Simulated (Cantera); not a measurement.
Charge: 1 mol C2H4, 0.022 mol H2O, 11 mol H2, equilibrated at 1725 °C and 0.133 bar.

Method: chemical equilibrium by Gibbs-energy minimisation in Cantera with the NASA 1993 tables (ideal gas, pure condensed phases). Candidate condensed phases: C, C6H6, C7H8, C8H18, H2O; 110 gas species. Equilibrium is a limit: real reactors are often held back by kinetics, nucleation or transport.

Base state: H2 0.993, H 0.00438, CO 0.00168, C2H2 (acetylene) 0.000753, CH4 5.61e-5 (mole fractions); condensed: C(graphite).

### Question
What changes in the equilibrium state with this change: temperature from 1725 °C to 2425 °C?

### Answer
```tsv
species	before	after
H2	0.993	0.837
H	0.00438	0.141
C2H2 (acetylene)	0.000753	0.0196
C3	<1e-9	6.44e-5
C	<1e-9	1.55e-5
C(graphite), mol	1.96	1.40
```
